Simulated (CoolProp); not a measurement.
Vapour-liquid equilibrium of R13 (1) + R113 (2) at -14.05 °C; x and y are mole fractions of (1).

Values from CoolProp's multi-fluid Helmholtz-energy mixture model, Platzer 1990 and Marx 1992; pair parameters Bell 2016. This equation is an older, rougher fit; its heat capacities, sound speeds and derivatives of the liquid may be far off and weren't checked against measurements.

```csv
x,bubble pressure (bar),y at the bubble point,dew pressure at overall composition x (bar),liquid density (mol/L)
0.05,0.9877,0.926,0.07664,8.979
0.15,2.660,0.973,0.08568,9.290
0.25,4.153,0.983,0.09712,9.614
0.35,5.499,0.988,0.1121,9.950
0.45,6.731,0.990,0.1325,10.29
0.55,7.882,0.992,0.1619,10.64
0.65,8.990,0.994,0.2082,10.98
0.75,10.10,0.995,0.2915,11.29
0.85,11.29,0.997,0.4857,11.53
0.95,12.69,0.999,1.453,11.64
```

No azeotrope shows between x = 0.05 and 0.95.

Pair parameters are fitted to limited data, so mixtures are less certain than the pure fluids. The gap from Raoult's law changes sign with composition, which may be real or a fault of the pair parameters; it wasn't checked against measurements.
